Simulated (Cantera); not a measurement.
What does this Cantera script print?

```python
import numpy as np
import cantera as ct

gas_names = """
    C CO CO2 C2 C2O C3 C3O2 C4 C5 Cu CuO Cu2 O O2 O3
""".split()
cond_names = """
    C(gr) Cu(cr) Cu(L) CuO(s) Cu2O(s) Cu2O(L)
""".split()


def load(file, names, dense=False):
    # The tables refer to 1 bar. Condensed volumes are neglected.
    table = {s.name: s for s in ct.Species.list_from_file(file)}
    out = []
    for n in names:
        d = dict(table[n].input_data)
        d["thermo"] = dict(d["thermo"], **{"reference-pressure": 1e5})
        if dense:
            d["equation-of-state"] = {"model": "constant-volume", "density": "1e6 g/cm^3"}
        out.append(ct.Species.from_dict(d))
    return out


gas = ct.Solution(thermo="ideal-gas", species=load("nasa_gas.yaml", gas_names))
cond = {s.name: ct.Solution(thermo="fixed-stoichiometry", species=[s], name=s.name)
        for s in load("nasa_condensed.yaml", cond_names, dense=True)}
atoms = {
    'Cu': {'Cu': 1},
    'CO': {'C': 1, 'O': 1},
    'O2': {'O': 2},
}
top_T = {'C(gr)': 4500, 'CuO(s)': 1390}  # K; cautious upper limits of use, not melting points


def equilibrate(T, P, feed):
    n = {}
    for name, mol in feed.items():
        for a, k in atoms[name].items():
            n[a] = n.get(a, 0.0) + k * mol
    gas.TPX = T, P, n
    mass = sum(n.values()) * gas.mean_molecular_weight
    gas.equilibrate("TP")
    valid = [c for c in cond.values() if c.min_temp <= T <= top_T.get(c.name, c.max_temp)]
    mix = ct.Mixture([(gas, mass / gas.mean_molecular_weight)] + [(c, 0.0) for c in valid])
    mix.T, mix.P = T, P
    mix.equilibrate("TP", solver="vcs", rtol=1e-11, max_steps=5000)
    return mix


results = []
feed = {'Cu': 1, 'CO': 0.15, 'O2': 0.0076}  # mol
P = 10000  # Pa
for T in [700, 750, 800, 850, 900, 950, 1000, 1050, 1100, 1150, 1200]:
    mix = equilibrate(T, P, feed)
    results.append((T, P, feed, dict(zip(mix.species_names, mix.species_moles))))

top = {s: max(r[3][s] / sum(r[3][g] for g in gas_names) for r in results) for s in gas_names}
cols = sorted((s for s in top if top[s] > 0.0001), key=lambda s: -top[s])[:8]
seen = [c for c in cond_names if any(r[3].get(c, 0) > 1e-12 for r in results)]
print("log10 of partial pressures in bar; condensed amounts in mol")
print(f"{'T/K':>10s}" + "".join(f"{s[:9]:>10s}" for s in cols + seen))
for T, P, feed, n in results:
    ng = sum(n[g] for g in gas_names)
    print(f"{T:10.4g}" + "".join(f"{np.log10(max(n[s] / ng * P / 1e5, 1e-99)):10.3f}" for s in cols)
          + "".join(f"{n.get(c, 0):10.4g}" for c in seen))
```

Output:

```
log10 of partial pressures in bar; condensed amounts in mol
       T/K       CO2        CO     C(gr)    Cu(cr)
       700    -1.022    -2.314   0.06534         1
       750    -1.058    -1.902   0.06188         1
       800    -1.138    -1.566   0.05442         1
       850    -1.290    -1.312   0.04076         1
       900    -1.545    -1.146   0.02146         1
       950    -1.895    -1.059  0.003469         1
      1000    -1.994    -1.046         0         1
      1050    -1.994    -1.046         0         1
      1100    -1.994    -1.046         0         1
      1150    -1.994    -1.046         0         1
      1200    -1.994    -1.046         0         1
```

Equilibrium computed with Cantera from the NASA thermochemical tables; the gas is ideal and each condensed phase is pure.
